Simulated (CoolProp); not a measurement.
Carbon monoxide at 475.86 K and 0.596 MPa is throttled through a valve to 0.399 MPa with no heat exchange. Each further row changes one setting.

Model: reference Helmholtz-energy equation of state, Lemmon 2006, in CoolProp. It is a short technical equation, of lower accuracy than the large ones.

```json
[
 {"case": "as stated", "temperature change (K)": "-0.1", "final density (kg/m³)": "?"},
 {"case": "outlet pressure 0.12 MPa", "temperature change (K)": "?", "final density (kg/m³)": "?"},
 {"case": "outlet pressure 0.519 MPa", "temperature change (K)": "-0.1", "final density (kg/m³)": "?"}
]
```

Task: Complete the blanks.

Result: 
- as stated, final density (kg/m³): 2.82
- outlet pressure 0.12 MPa, temperature change (K): -0.3
- outlet pressure 0.12 MPa, final density (kg/m³): 0.850
- outlet pressure 0.519 MPa, final density (kg/m³): 3.67
